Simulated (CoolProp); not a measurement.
Dimethyl ether along the isobar 4.17 MPa: density (kg/m³) from the reference equation and from simpler models built on Tc = 400.4 K, pc = 5.337 MPa, ω = 0.196; each cubic takes its own stable root.

Computed with CoolProp (reference Helmholtz-energy equation of state, Wu 2011).

```tsv
T (K)	phase	reference	Soave-Redlich-Kwong	Peng-Robinson
204.5	liquid	795.9	727.2	817.9
236.3	liquid	755.6	693.8	782.1
268	liquid	712.9	654.6	739.4
299.8	liquid	666.0	607.1	687.0
331.6	liquid	611.6	[?]	619.9
363.3	liquid	541.0	[?]	[?]
395.1	gas	97.91	93.98	98.10
426.9	gas	73.51	72.23	74.66
458.6	gas	[?]	61.53	63.28
490.4	gas	55.32	[?]	55.82
```

What belongs in the gaps?


- 331.6, Soave-Redlich-Kwong: 547.6
- 363.3, Soave-Redlich-Kwong: 465.2
- 363.3, Peng-Robinson: 525.5
- 458.6, reference: 62.47
- 490.4, Soave-Redlich-Kwong: 54.47
